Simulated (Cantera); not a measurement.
A perfectly stirred reactor is fed with CH4 : C2H6 : O2 : N2 : CO2 = 1 : 0.035 : 3.37 : 12.7 : 1.8 (molar parts), equivalence ratio 0.63, at 2.27 atm; it is adiabatic with a 598 K inlet, and is followed from long to short residence time, starting on the burning branch (τ in s: 0.03, 0.013, 0.0059, 0.0026, 0.0012, 0.00051, 0.00023, 0.0001, 4.4e-05, 2e-05).

Computed with Cantera and GRI-Mech 3.0 (53 species, 325 reactions).

Task: What does this change do: O2 3.37 to 4.8 parts?

Result: 
```json
[
 {"quantity": "blow-out, bracketed by the residence times tried", "before": "burning at 0.230 ms, out at 0.100 ms", "after": "burning at 0.510 ms, out at 0.230 ms"},
 {"quantity": "x(CH4) at τ = 30.0 ms", "before": "1.80e-5", "after": "2.28e-5"},
 {"quantity": "x(C2H6) at τ = 30.0 ms", "before": "1.51e-7", "after": "2.03e-7"},
 {"quantity": "x(O2) at τ = 30.0 ms", "before": "0.0661", "after": "0.132"},
 {"quantity": "x(CH2O) at τ = 30.0 ms", "before": "2.15e-6", "after": "2.43e-6"},
 {"quantity": "x(HCN) at τ = 30.0 ms", "before": "6.76e-9", "after": "2.16e-9"},
 {"quantity": "x(CH4) at τ = 0.510 ms", "before": "0.000326", "after": "0.000429"},
 {"quantity": "x(C2H6) at τ = 0.510 ms", "before": "3.00e-6", "after": "4.04e-6"},
 {"quantity": "x(O2) at τ = 0.510 ms", "before": "0.0706", "after": "0.136"},
 {"quantity": "x(CH2O) at τ = 0.510 ms", "before": "4.03e-5", "after": "5.08e-5"},
 {"quantity": "x(HCN) at τ = 0.510 ms", "before": "4.94e-8", "after": "8.32e-9"}
]
```
